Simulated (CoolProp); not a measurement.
Saturation properties of CHF3 (R23).

The numbers come from the reference Helmholtz-energy equation of state, Penoncello 2003 in CoolProp.

```csv
T (K),p (MPa),liquid density (kg/m³),enthalpy of vaporisation (kJ/kg)
195.4,0.1289,1429,235.8
203.5,0.1971,1397,228.8
211.7,0.2920,1364,221.3
219.8,0.4168,1330,213.4
227.9,0.5787,1294,204.9
236,0.7842,1256,195.7
244.2,1.044,1215,185.4
252.3,1.359,1171,174.2
260.4,1.739,1123,161.6
268.5,2.195,1070,147.1
276.7,2.743,1006,129.7
284.8,3.383,929.4,108.3
292.9,4.136,820.8,78.03
```

It boils at 191.1 K under 1 atm.
